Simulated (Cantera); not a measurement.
Thermodynamics of hydrogen reduction and annealing atmospheres, feed Fe2O3 + H2 + N2

Input: 1 mol Fe2O3, 0.57 mol H2, 15 mol N2, equilibrated at 1500 K and 90.0 Torr.

Cantera equilibrium calculation (NASA polynomials, part measured and part estimated; ideal gas, pure solids and liquids). Candidate condensed phases: Fe, FeO, Fe(OH)2, Fe(OH)3, Fe2O3, Fe3O4, H2O; 27 gas species. Mutual solubility and eutectic melting of coexisting phases are not modelled. The tables' stoichiometric FeO is somewhat more stable than real wüstite, so its field is too wide. FeO: taken at fixed stoichiometry. Equilibrium is a limit: real reactors are often held back by kinetics, nucleation or transport.

```
Property                                  Result
-------------------------------------  ---------
x(N2)                                      0.963
x(H2O)                                    0.0359
x(H2)                                   0.000701
x(OH)                                    1.97e-6
x(H)                                     1.35e-6
n(FeO(s))                              0.677 mol
n(Fe3O4(s))                            0.441 mol
gas amount                             15.57 mol
log10 activity of Fe(γ) (absent)           -2.09
log10 activity of Fe(OH)2(s) (absent)      -7.93
log10 activity of Fe(OH)3(s) (absent)     -13.13
```
